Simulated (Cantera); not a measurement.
Input: 1 mol Ti(OiPr)₄, 1.4 mol NH₃, 450 mol H₂, 1.4 mol N₂, at 0.240 bar.

Cantera equilibrium calculation (NASA polynomials, part measured and part estimated; ideal gas, pure solids and liquids). Candidate condensed phases: C, C₆H₆, C₇H₈, C₈H₁₈, H₂O, Ti, TiC, TiN, TiO, TiO₂, Ti₂O₃, Ti₃O₅, Ti₄O₇; 139 gas species. The feed counts by its element totals alone. TiC: taken at fixed stoichiometry. Rates play no part.

x: gas mole fraction; n: condensed amount in mol.

| T (K) | x H₂ | x H | x CO | x N₂ | x C₂H₂ (acetylene) | x HCN | n C(graphite) | n TiC(s) |
|---|---|---|---|---|---|---|---|---|
| 1450 | 0.986 | 1.92e-5 | 0.00847 | 0.00443 | 4.81e-6 | ? | 6.61 | 1.00 |
| 1550 | 0.986 | 6.39e-5 | 0.00847 | 0.00440 | 1.58e-5 | ? | 6.71 | 1.00 |
| 1650 | 0.986 | 0.000184 | 0.00847 | 0.00436 | 4.50e-5 | ? | 6.72 | 1.00 |
| 1750 | 0.986 | 0.000471 | 0.00847 | 0.00429 | 0.000113 | ? | 6.64 | 1.00 |
| 1850 | 0.985 | 0.00109 | 0.00847 | 0.00418 | 0.000258 | ? | 6.44 | 1.00 |
| 1950 | 0.984 | 0.00232 | 0.00846 | 0.00404 | 0.000538 | ? | 6.06 | 1.000 |
| 2050 | 0.981 | 0.00459 | 0.00845 | 0.00385 | 0.00104 | ? | 5.42 | 1.000 |
| 2150 | 0.976 | 0.00850 | 0.00844 | 0.00361 | 0.00189 | ? | 4.39 | 1.000 |

Q: Complete the blanks.

A: 
- 1450, x HCN: 4.85e-5
- 1550, x HCN: 9.80e-5
- 1650, x HCN: 0.000181
- 1750, x HCN: 0.000311
- 1850, x HCN: 0.000500
- 1950, x HCN: 0.000760
- 2050, x HCN: 0.00110
- 2150, x HCN: 0.00152
